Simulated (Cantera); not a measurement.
Cantera run, input and output.

```python
import numpy as np
import cantera as ct

surf = ct.Interface("ptcombust.yaml", "Pt_surf")
gas = surf.adjacent["gas"]
gas.TPX = 300, 14000, {'CH4': 0.024, 'O2': 0.16, 'N2': 0.79}
jet = ct.ImpingingJet(gas=gas, width=0.084, surface=surf)
jet.inlet.mdot, jet.inlet.T, jet.inlet.X = 0.18, 300, {'CH4': 0.024, 'O2': 0.16, 'N2': 0.79}
jet.set_refine_criteria(ratio=10, slope=0.2, curve=0.3)
show, cover = ['CH4', 'O2', 'H2O', 'OH', 'CO', 'CO2'], ["PT(S)", "H(S)", "O(S)", "OH(S)", "CO(S)", "C(S)"]

rows = []
print(f"{'Ts/K':>7s}" + "".join(f"{s:>11s}" for s in show + cover) + "   (gas at the wall, coverages)")
for i, Ts in enumerate([950, 1000, 1050, 1100, 1150, 1200, 1250, 1300]):
    jet.surface.T = Ts
    if i == 0:
        surf.TP = Ts, 14000
        surf.coverages = "PT(S):0.5, O(S):0.5"
        surf.advance_coverages(1.0)
        jet.set_initial_guess(products="inlet")
    jet.solve(loglevel=0, auto=(i == 0))
    rows.append([*(jet.X[gas.species_index(s), -1] for s in show), *surf[cover].coverages])
    print(f"{Ts:7g}" + "".join(f"{x:11.3e}" for x in rows[-1]))
```

It prints:

```
   Ts/K        CH4         O2        H2O         OH         CO        CO2      PT(S)       H(S)       O(S)      OH(S)      CO(S)       C(S)   (gas at the wall, coverages)
    950  1.385e-02  1.412e-01  2.009e-02  6.923e-08  6.542e-06  1.326e-02  2.261e-01  1.408e-07  7.727e-01  1.204e-03  6.399e-06  3.062e-08
   1000  1.046e-02  1.340e-01  2.631e-02  1.955e-07  6.644e-06  1.741e-02  2.913e-01  3.192e-07  7.074e-01  1.245e-03  4.739e-06  2.962e-08
   1050  7.910e-03  1.286e-01  3.093e-02  4.837e-07  6.643e-06  2.051e-02  3.575e-01  6.254e-07  6.413e-01  1.204e-03  3.389e-06  2.697e-08
   1100  6.106e-03  1.248e-01  3.416e-02  1.073e-06  6.686e-06  2.267e-02  4.229e-01  1.106e-06  5.759e-01  1.120e-03  2.425e-06  2.404e-08
   1150  4.842e-03  1.222e-01  3.637e-02  2.180e-06  6.857e-06  2.415e-02  4.862e-01  1.813e-06  5.127e-01  1.016e-03  1.768e-06  2.141e-08
   1200  3.940e-03  1.205e-01  3.786e-02  4.118e-06  7.205e-06  2.511e-02  5.466e-01  2.809e-06  4.525e-01  9.067e-04  1.323e-06  1.924e-08
   1250  3.186e-03  1.194e-01  3.895e-02  7.383e-06  8.518e-06  2.544e-02  6.032e-01  4.166e-06  3.960e-01  8.018e-04  1.024e-06  1.698e-08
   1300  2.520e-03  1.182e-01  4.006e-02  1.255e-05  1.067e-05  2.603e-02  6.559e-01  5.992e-06  3.434e-01  7.065e-04  8.188e-07  1.460e-08
```

Computed with Cantera and Deutschmann's 1995 Pt surface mechanism with GRI-Mech 3.0 gas chemistry. Catalytic surfaces can have several steady states; this one follows from the mechanism file's or the stated starting coverage.
